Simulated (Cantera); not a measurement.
Feed: 1 mol Pb, 3.8 mol N2, at 1198.15 K and 6.75 Torr.

Equilibrium computed with Cantera from the NASA thermochemical tables; the gas is ideal and each condensed phase is pure. Candidate condensed phases: Pb; 4 gas species. Equilibrium is a limit: real reactors are often held back by kinetics, nucleation or transport.

Base state: N2 0.931, Pb 0.0695 (mole fractions); condensed: Pb(l).

What changes in the equilibrium state with this change: pressure from 6.75 Torr to 750 Torr?


| species | before | after |
|---|---|---|
| N2 | 0.931 | 0.999 |
| Pb | 0.0695 | 0.000625 |
| Pb(l), mol | 0.716 | 0.998 |

What changes in the equilibrium state with this change: temperature from 1198.15 K to 723.15 K?


| species | before | after |
|---|---|---|
| N2 | 0.931 | 1.00 |
| Pb | 0.0695 | 3.46e-7 |
| Pb(l), mol | 0.716 | 1.000 |

What changes in the equilibrium state with this change: Pb replaced by Fe(CO)5?


```tsv
species	before	after
CO	0	0.568
N2	0.931	0.432
CO2	0	5.63e-5
Pb	0.0695	0
Pb(l), mol	0.716	0
Fe(γ), mol	0	1.00
```
Further candidate phases: C, Fe, Fe(CO)5, FeO, Fe2O3, Fe3O4.
